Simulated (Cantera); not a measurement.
An adiabatic, constant-pressure homogeneous reactor starts with CH4 : O2 : N2 = 1 : 3.12 : 24.4 (molar parts), at 1200 K and 1.00 bar.

Detailed kinetics in Cantera: GRI-Mech 3.0 (53 species, 325 reactions).

One state of this run: T (K) = 1959; x CH4 = <1e-12; x O2 = 0.0391; x HO2 = 5.66e-7; x H2 = 7.48e-5; x CO2 = 0.0349; x C2H6 = <1e-12; x N2O = 1.77e-7. x: mole fraction; the columns are a selection and need not sum to one.

### Question
Which value of t (s) does it belong to?
(A) 9.69e-6
(B) 0.0853
(C) 0.000292
(D) 0.0274

### Answer
B, 0.0853
